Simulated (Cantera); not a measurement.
An isothermal, constant-pressure homogeneous reactor starts with CH4 : H2 = 1 : 60 (molar parts), at 1225 K and 0.900 Torr. Integrator tolerance rtol = 1e-08.

Cantera simulation using GRI-Mech 3.0 (53 species, 325 reactions); the numbers are that mechanism's predictions, not measurements. GRI-Mech 3.0 stops at C3 and has no aromatics, soot or wall deposition, so with more carbon than oxygen in the feed, carbon stays in small species such as C2H2 where larger ones or solid carbon would form. Radical loss at walls, strong at low pressure, is not modelled.

What does this change do: temperature 1225 to 1675 K?


| quantity | before | after |
|---|---|---|
| x(CH4) at 20.0 s | 0.0164 (gas-phase equilibrium 0.00307) | 0.00431 (gas-phase equilibrium 1.66e-5) |
| x(H2) at 20.0 s | 0.984 (gas-phase equilibrium 0.990) | 0.988 (gas-phase equilibrium 0.989) |
| x(C2H4) at 20.0 s | 1.73e-10 (gas-phase equilibrium 6.33e-5) | 3.60e-6 (gas-phase equilibrium 5.62e-7) |
| x(C2H6) at 20.0 s | 1.80e-10 (gas-phase equilibrium 8.51e-9) | 5.33e-8 (gas-phase equilibrium 1.75e-12) |
| x(H) at 20.0 s | 3.81e-7 (gas-phase equilibrium 9.01e-6) | 0.00208 (gas-phase equilibrium 0.00336) |
